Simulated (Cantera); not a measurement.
An isothermal, constant-pressure homogeneous reactor starts with CH4 : CO2 : H2O = 1 : 4.2 : 0.011 (molar parts), at 1375 K and 5.00 bar.

Model: GRI-Mech 3.0 (53 species, 325 reactions), integrated in Cantera.

One state of this run: x CH4 = 0.153; x CO2 = 0.757; x OH = 3.38e-9; x C2H6 = 0.000254; x H2O2 = <1e-12; x CH2 = 4.21e-11; x C2H2 = 0.0133. x: mole fraction; the columns are a selection and need not sum to one.

**Question.** Which value of t (s) does it belong to?
(A) 0.0341
(B) 1.00
(C) 0.0794
(D) 0.430

**Answer.** B, 1.00
